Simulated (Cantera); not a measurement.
A closed system holds: 1 mol HMDSO, 1.5 mol O3, 0.89 mol H2, at 44.0 Pa.

Method: chemical equilibrium by Gibbs-energy minimisation in Cantera with the NASA 1993 tables (ideal gas, pure condensed phases). Candidate condensed phases: C, C6H6, C7H8, C8H18, H2O, Si, SiC, SiO2; 123 gas species. The feed counts by its element totals alone. Mutual solubility and eutectic melting of coexisting phases are not modelled. The tables hold silica as quartz up to 1696 K and as liquid above; real silica turns to tridymite and cristobalite and melts near 1996 K. Equilibrium is a limit: real reactors are often held back by kinetics, nucleation or transport.

What share of the Si ends up in condensed phases as a function of T (K), at 998, 1098, 1198, 1298, 1398, 1498, 1598, 1698, 1798, 1898?


| T (K) | Si condensed (%) | as |
|---|---|---|
| 998 | 100.0 | SiO2(β-quartz) |
| 1098 | 100.0 | SiO2(β-quartz) |
| 1198 | 100.0 | SiO2(β-quartz) |
| 1298 | 99.0 | SiC(s) + SiO2(β-quartz) |
| 1398 | 74.6 | SiC(s) + SiO2(β-quartz) |
| 1498 | 62.5 | SiC(s) |
| 1598 | 62.5 | SiC(s) |
| 1698 | 62.4 | SiC(s) |
| 1798 | 62.1 | SiC(s) |
| 1898 | 60.5 | SiC(s) |
